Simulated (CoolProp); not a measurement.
The numbers come from the reference Helmholtz-energy equation of state, Gao 2022 in CoolProp.

### Question
Give the vapour pressure (MPa), liquid density (kg/m³), vapour density (kg/m³), liquid cp (kJ/(kg K)) of saturated n-perfluorohexane at 366.8, 378.1, 411.9 K.

### Answer
```
T (K)  p (MPa)  liquid density (kg/m³)  vapour density (kg/m³)  liquid cp (kJ/(kg K))
-----  -------  ----------------------  ----------------------  ---------------------
366.8    0.301                    1450                    38.8                   1.16
378.1    0.402                    1410                    52.2                   1.19
411.9    0.858                    1230                     123                   1.31
```
